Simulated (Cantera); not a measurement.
Charge: 1 mol C3H8, 21 mol H2, equilibrated at 250000 Pa.

These are equilibrium values from Cantera (NASA tables, ideal gas, pure condensed phases), not measurements of a reactor. Candidate condensed phases: C, C6H6, C7H8, C8H18; 76 gas species. Equilibrium is a limit: real reactors are often held back by kinetics, nucleation or transport.

Over these rows the condensed part is C(graphite). Partial pressures as log10 of bar:

| T (K) | 1000/T (1/K) | log p C2H2 (acetylene) | log p H2 |
|---|---|---|---|
| 1923 | 0.5200 | -2.95 | 0.40 |
| 2023 | 0.4943 | -2.65 | 0.40 |
| 2123 | 0.4710 | -2.39 | 0.40 |
| 2223 | 0.4498 | -2.14 | 0.39 |
| 2323 | 0.4305 | ? | 0.39 |
| 2423 | 0.4127 | -1.72 | 0.39 |

Q: Fit log p(C2H2 (acetylene)) = a + b·(1000/T) to the five rows, give the apparent enthalpy, and predict the row at 2323 K.

A: Means: 1000/T = 0.4696, log p = -2.370. Sxy = -0.077715, Sxx = 0.0067819, so b = -11.46 and a = -2.370 − (-11.46)×0.4696 = 3.01.
Apparent enthalpy: −19.145 × (-11.46) = 219 kJ/mol. With the condensed phases at unit activity, 2 C(graphite) + H2(g) = C2H2 (acetylene)(g) links this pressure to the main gases: over the six rows their terms move log p by -0.01 in all, so the slope is close to that reaction's ΔH°. The five rows lie within 0.01 of the line.
Prediction at 2323 K: 3.01 + (-11.46)×0.4305 = -1.92. The computed value is -1.92, 0.00 from the line.
